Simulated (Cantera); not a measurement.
Cantera run, input and output.

```python
import numpy as np
import cantera as ct

gas = ct.Solution("gri30.yaml")
gas.TPX = 1200, 47, {'C2H6': 1, 'N2': 3.6}
reactor = ct.IdealGasConstPressureReactor(gas, energy="off", clone=False)
net = ct.ReactorNet([reactor])
net.rtol, net.atol = 1e-08, 1e-18
show = ['C2H6', 'CH3', 'C2H', 'CH4', 'CH2', 'H2']
times = np.geomspace(0.0003, 1, 10)

steps = ct.SolutionArray(gas, extra=["t"])
rows = []
print(f"{'t/s':>10s}{'T/K':>9s}{'P/Pa':>11s}" + "".join(f"{s:>11s}" for s in show))
for t in times:
    while net.time < t:
        t_next = net.step()
        steps.append(gas.state, t=t_next)
    rows.append([np.interp(t, steps.t, y) for y in (steps.T, steps.P, *steps(*show).X.T)])
    print(f"{t:10.3e}{rows[-1][0]:9.1f}{rows[-1][1]:11.4g}" + "".join(f"{x:11.3e}" for x in rows[-1][2:]))
rate = np.gradient(steps.T, steps.t)
print("integrator steps:", len(steps.t))
if steps.T.max() > steps.T[0] + 200:
    print(f"time of steepest temperature rise: {steps.t[rate.argmax()]:.4e} s")
gas.TPX = 1200, 47, {'C2H6': 1, 'N2': 3.6}
gas.equilibrate("TP")
print(f"equilibrium (TP): T = {gas.T:.1f} K  " + "  ".join(f"{s} {gas[s].X[0]:.3e}" for s in show))
```

Output:

```
       t/s      T/K       P/Pa       C2H6        CH3        C2H        CH4        CH2         H2
 3.000e-04   1200.0         47  2.174e-01  1.846e-06  6.013e-32  4.971e-09  8.474e-15  5.140e-11
 7.388e-04   1200.0         47  2.174e-01  4.528e-06  2.655e-29  3.004e-08  1.257e-13  5.451e-10
 1.820e-03   1200.0         47  2.174e-01  1.104e-05  1.804e-26  1.810e-07  1.760e-12  9.394e-09
 4.481e-03   1200.0         47  2.174e-01  2.656e-05  1.390e-23  1.081e-06  2.227e-11  1.663e-07
 1.104e-02   1200.0         47  2.173e-01  6.174e-05  1.538e-20  6.305e-06  2.293e-10  2.648e-06
 2.718e-02   1200.0         47  2.172e-01  1.328e-04  2.756e-17  3.490e-05  1.701e-09  3.809e-05
 6.694e-02   1200.0         47  2.164e-01  2.591e-04  3.581e-14  1.763e-04  8.881e-09  4.520e-04
 1.649e-01   1200.0         47  2.117e-01  6.005e-04  3.208e-12  9.208e-04  4.183e-08  3.364e-03
 4.060e-01   1200.0         47  1.915e-01  1.325e-03  3.711e-11  5.316e-03  1.369e-07  1.559e-02
 1.000e+00   1200.0         47  1.329e-01  1.684e-03  2.191e-10  2.324e-02  2.004e-07  4.856e-02
integrator steps: 523
equilibrium (TP): T = 1200.0 K  C2H6 4.000e-09  CH3 3.980e-07  C2H 3.311e-10  CH4 1.251e-03  CH2 3.337e-12  H2 3.014e-01
```

Cantera simulation using GRI-Mech 3.0 (53 species, 325 reactions); the numbers are that mechanism's predictions, not measurements. GRI-Mech 3.0 stops at C3 and has no aromatics, soot or wall deposition, so with more carbon than oxygen in the feed, carbon stays in small species such as C2H2 where larger ones or solid carbon would form. Radical loss at walls, strong at low pressure, is not modelled.
